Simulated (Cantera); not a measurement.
A Cantera script and its output.

```python
import numpy as np
import cantera as ct

gas = ct.Solution("gri30.yaml")
gas.TPX = 675, 1000000, {'H2': 1, 'O2': 0.455, 'N2': 3.27, 'H2O': 0.9}
inlet = ct.Reservoir(gas, clone=True)
gas.equilibrate("HP")  # start burning
reactor = ct.IdealGasConstPressureReactor(gas, energy="on", clone=False)
exhaust = ct.Reservoir(gas, clone=True)
tau = [0.35, 0.17, 0.081, 0.039, 0.019, 0.0091, 0.0044, 0.0021, 0.001, 0.00049, 0.00024, 0.00011, 5.5e-05][0]
for a, b in ((inlet, reactor), (reactor, exhaust)):
    ct.MassFlowController(a, b, mdot=lambda t: reactor.mass / tau)
net = ct.ReactorNet([reactor])
show = ['H2', 'O2', 'H2O', 'OH', 'NO', 'NO2']

rows = []
print(f"{'tau/s':>10s}{'T/K':>9s}" + "".join(f"{s:>11s}" for s in show))
for tau in [0.35, 0.17, 0.081, 0.039, 0.019, 0.0091, 0.0044, 0.0021, 0.001, 0.00049, 0.00024, 0.00011, 5.5e-05]:
    net.initial_time = 0.0
    net.advance(30 * tau)
    before = gas.X
    net.advance(40 * tau)
    drift = np.max(np.abs(gas.X - before) / (gas.X + 1e-9))
    rows.append([gas.T, *gas[show].X, drift])
    print(f"{tau:10.3e}{gas.T:9.1f}" + "".join(f"{x:11.3e}" for x in gas[show].X))
```

It prints:

```
     tau/s      T/K         H2         O2        H2O         OH         NO        NO2
 3.500e-01   1831.2  1.749e-02  3.311e-05  3.499e-01  7.936e-05  3.178e-06  7.797e-11
 1.700e-01   1830.6  1.753e-02  5.095e-05  3.498e-01  1.084e-04  3.426e-06  1.168e-10
 8.100e-02   1829.8  1.759e-02  7.909e-05  3.497e-01  1.505e-04  3.731e-06  1.804e-10
 3.900e-02   1828.6  1.768e-02  1.227e-04  3.495e-01  2.076e-04  4.019e-06  2.748e-10
 1.900e-02   1826.9  1.783e-02  1.906e-04  3.493e-01  2.823e-04  4.239e-06  4.058e-10
 9.100e-03   1824.4  1.806e-02  3.012e-04  3.489e-01  3.816e-04  4.368e-06  5.833e-10
 4.400e-03   1820.7  1.842e-02  4.741e-04  3.483e-01  5.058e-04  4.396e-06  8.012e-10
 2.100e-03   1815.4  1.898e-02  7.488e-04  3.474e-01  6.629e-04  4.352e-06  1.063e-09
 1.000e-03   1807.5  1.983e-02  1.171e-03  3.462e-01  8.549e-04  4.275e-06  1.364e-09
 4.900e-04   1796.8  2.102e-02  1.772e-03  3.444e-01  1.074e-03  4.206e-06  1.688e-09
 2.400e-04   1781.7  2.272e-02  2.637e-03  3.420e-01  1.325e-03  4.163e-06  2.047e-09
 1.100e-04   1758.6  2.536e-02  3.999e-03  3.382e-01  1.622e-03  4.124e-06  2.468e-09
 5.500e-05   1730.0  2.868e-02  5.733e-03  3.336e-01  1.872e-03  4.024e-06  2.834e-09
```

Computed with Cantera and GRI-Mech 3.0 (53 species, 325 reactions). The hydrogen kinetics of GRI-Mech 3.0 are dated; newer H2 mechanisms differ, most at raised pressure.
